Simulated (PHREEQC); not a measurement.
Dissolve 0.034 mol CdCl2 per kg of water at 10 °C. Closed to the air; pH follows from the charge balance.

All values are PHREEQC results (ion-association model, phreeqc.dat), not measurements.

Precipitation was switched off in this run.

Task: Estimate the pH, ionic strength, density.

Result: pH 5.68; ionic strength 0.0547 mol/kgw; density 1.005 g/cm³.

Task: In which forms is Cd present?

Result: CdCl+ 59 %, Cd+2 34 %, CdCl2 6.6 % of the Cd.

At this temperature some constants are extrapolated from 25 °C, and those without enthalpy data are left unchanged.
